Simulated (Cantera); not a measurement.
A Cantera script and what it prints.

```python
import numpy as np
import cantera as ct

gas_names = """
    CL CL2 H HCL H2 Si SiCL SiCL2 SiCL3 SiCL4 SiH SiHCL3 SiH2 SiH2CL2 SiH3 SiH3CL SiH4 Si2 Si3
""".split()
cond_names = """
    Si(cr) Si(L)
""".split()


# ... load() reads the species with a 1 bar reference pressure and builds the phases ...
atoms = {
    'Si': {'Si': 1},
    'HCl': {'H': 1, 'CL': 1},
    'H2': {'H': 2},
}
top_T = {}  # K; cautious upper limits of use, not melting points


# ... equilibrate(T, P, feed) seeds the gas with the atoms and calls Mixture.equilibrate('TP', solver="vcs", rtol=1e-11, max_steps=5000) ...
results = []
feed = {'Si': 1, 'HCl': 9.8, 'H2': 0.4}  # mol
T = 748  # K
P = 15000  # Pa
mix = equilibrate(T, P, feed)
results.append((T, P, feed, dict(zip(mix.species_names, mix.species_moles))))
x = sorted(zip(gas.X, gas.species_names), reverse=True)
print(f"T = {T:g} K  P = {P:g} Pa  gas = {mix.phase_moles(0):.4g} mol")
print("   x: " + "  ".join(f"{s} {v:.3e}" for v, s in x if v > 0.0001))
print("   condensed (mol): " + ("  ".join(f"{mix.phase(i).name} {mix.phase_moles(i):.4g}"
      for i in range(1, mix.n_phases) if mix.phase_moles(i) > 1e-12) or "none"))
```

It prints:

```
T = 748 K  P = 15000 Pa  gas = 9.2 mol
   x: HCL 6.305e-01  H2 2.608e-01  SiCL4 1.087e-01
   condensed (mol): none
```

Cantera equilibrium calculation (NASA polynomials, part measured and part estimated; ideal gas, pure solids and liquids).
